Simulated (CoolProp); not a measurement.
Vapour-liquid equilibrium of R22 (1) + methanol (2) at 300.9 K; x and y are mole fractions of (1).

Model: multi-fluid Helmholtz-energy mixture model, Kamei 1995 and de Reuck 1993; pair parameters Bell 2016, in CoolProp.

| x | bubble pressure, mixture model (bar) | bubble pressure, Raoult's law (bar) | y, mixture model | y, Raoult's law |
|---|---|---|---|---|
| 0.05 | 1.096 | 0.7476 | 0.826 | 0.751 |
| 0.125 | 2.318 | 1.576 | 0.920 | 0.891 |
| 0.2 | 3.399 | 2.403 | 0.947 | 0.935 |
| 0.275 | 4.357 | 3.231 | 0.961 | 0.956 |
| 0.35 | 5.208 | 4.059 | 0.968 | 0.969 |
| 0.425 | 5.970 | 4.887 | 0.974 | 0.977 |
| 0.5 | 6.661 | 5.715 | 0.978 | 0.983 |
| 0.575 | 7.299 | 6.543 | 0.981 | 0.987 |
| 0.65 | 7.907 | 7.371 | 0.984 | 0.991 |
| 0.725 | 8.509 | 8.199 | 0.987 | 0.993 |
| 0.8 | 9.134 | 9.027 | 0.990 | 0.996 |
| 0.875 | 9.821 | 9.855 | 0.993 | 0.998 |
| 0.95 | 10.61 | 10.68 | 0.997 | 0.999 |

The largest gap from Raoult's law is +47.1 % in bubble pressure, at x = 0.125. No azeotrope shows between x = 0.05 and 0.95.

The pair parameters rest on a limited set of measurements; away from them the model extrapolates. The gap from Raoult's law changes sign with composition, which may be real or a fault of the pair parameters; it wasn't checked against measurements.
